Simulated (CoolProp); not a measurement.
The numbers come from the reference Helmholtz-energy equation of state, Lemmon 2006 in CoolProp. It is a short technical equation, of lower accuracy than the large ones.

Task: Give the vapour pressure (kPa), liquid density (kg/m³), enthalpy of vaporisation (kJ/kg), surface tension (mN/m) of saturated C2F6 (R116) at 197.2, 238, 248.2 K.

Result: 
```
T (K)  p (kPa)  liquid density (kg/m³)  enthalpy of vaporisation (kJ/kg)  surface tension (mN/m)
-----  -------  ----------------------  --------------------------------  ----------------------
197.2      114                    1600                               116                    10.8
238        641                    1390                              94.5                    5.46
248.2      898                    1330                              87.4                    4.24
```

Surface tension comes from a separate correlation (Mulero 2012).
